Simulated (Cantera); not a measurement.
A freely propagating, adiabatic, planar premixed flame of CO : H2 : CH4 : O2 : N2 : H2O = 1 : 1 : 0.41 : 2.53 : 9.5 : 1.4 (molar parts), equivalence ratio 0.72, unburnt at 625 K and 128 Torr; mixture-averaged transport, grid criteria slope 0.08 and curve 0.16, no radiation.

Cantera simulation using GRI-Mech 3.0 (53 species, 325 reactions); the numbers are that mechanism's predictions, not measurements. Burning velocities carry a grid error of a few per cent, more on coarse grids.

x: mole fraction of selected species; z is measured from the peak of heat release.

```json
[
 {"z (mm)": "-7.63", "T (K)": "625", "u (m/s)": "2.38", "x CO": "0.0631", "x H2": "0.0631", "x CH4": "0.0259", "x H2O": "0.0884", "x HO2": "<1e-8", "x CH2O": "<1e-8"},
 {"z (mm)": "-5.09", "T (K)": "625", "u (m/s)": "2.38", "x CO": "0.0631", "x H2": "0.0630", "x CH4": "0.0259", "x H2O": "0.0884", "x HO2": "…", "x CH2O": "<1e-8"},
 {"z (mm)": "-3.82", "T (K)": "625", "u (m/s)": "2.38", "x CO": "0.0632", "x H2": "0.0627", "x CH4": "0.0259", "x H2O": "0.0884", "x HO2": "2.64e-6", "x CH2O": "4.79e-8"},
 {"z (mm)": "-2.54", "T (K)": "627", "u (m/s)": "2.39", "x CO": "0.0632", "x H2": "0.0612", "x CH4": "0.0259", "x H2O": "0.0887", "x HO2": "3.48e-5", "x CH2O": "2.05e-6"},
 {"z (mm)": "-1.27", "T (K)": "698", "u (m/s)": "2.64", "x CO": "0.0632", "x H2": "0.0537", "x CH4": "0.0252", "x H2O": "0.0945", "x HO2": "8.07e-5", "x CH2O": "4.44e-5"},
 {"z (mm)": "-0.636", "T (K)": "898", "u (m/s)": "3.39", "x CO": "0.0642", "x H2": "0.0441", "x CH4": "0.0201", "x H2O": "0.113", "x HO2": "5.66e-5", "x CH2O": "0.000146"},
 {"z (mm)": "0", "T (K)": "1235", "u (m/s)": "4.68", "x CO": "0.0674", "x H2": "0.0299", "x CH4": "0.00590", "x H2O": "0.152", "x HO2": "4.58e-5", "x CH2O": "0.000237"},
 {"z (mm)": "0.636", "T (K)": "1404", "u (m/s)": "5.31", "x CO": "0.0576", "x H2": "0.0170", "x CH4": "0.000324", "x H2O": "0.176", "x HO2": "1.36e-5", "x CH2O": "2.45e-5"},
 {"z (mm)": "1.27", "T (K)": "1474", "u (m/s)": "5.54", "x CO": "0.0443", "x H2": "0.0132", "x CH4": "9.15e-6", "x H2O": "0.181", "x HO2": "9.05e-6", "x CH2O": "8.27e-7"},
 {"z (mm)": "2.54", "T (K)": "1563", "u (m/s)": "5.82", "x CO": "0.0281", "x H2": "0.0131", "x CH4": "1.08e-8", "x H2O": "0.181", "x HO2": "6.91e-6", "x CH2O": "<1e-8"},
 {"z (mm)": "5.09", "T (K)": "1666", "u (m/s)": "6.16", "x CO": "0.0189", "x H2": "0.0126", "x CH4": "<1e-8", "x H2O": "0.184", "x HO2": "5.28e-6", "x CH2O": "<1e-8"},
 {"z (mm)": "10.2", "T (K)": "1774", "u (m/s)": "6.50", "x CO": "…", "x H2": "…", "x CH4": "<1e-8", "x H2O": "0.190", "x HO2": "…", "x CH2O": "<1e-8"},
 {"z (mm)": "20.3", "T (K)": "1874", "u (m/s)": "6.82", "x CO": "0.0129", "x H2": "0.00752", "x CH4": "<1e-8", "x H2O": "0.198", "x HO2": "2.63e-6", "x CH2O": "<1e-8"}
]
```

Question: What belongs in the gaps?

Answer: 
- -5.09, x HO2: 2.01e-7
- 10.2, x CO: 0.0158
- 10.2, x H2: 0.0103
- 10.2, x HO2: 3.87e-6
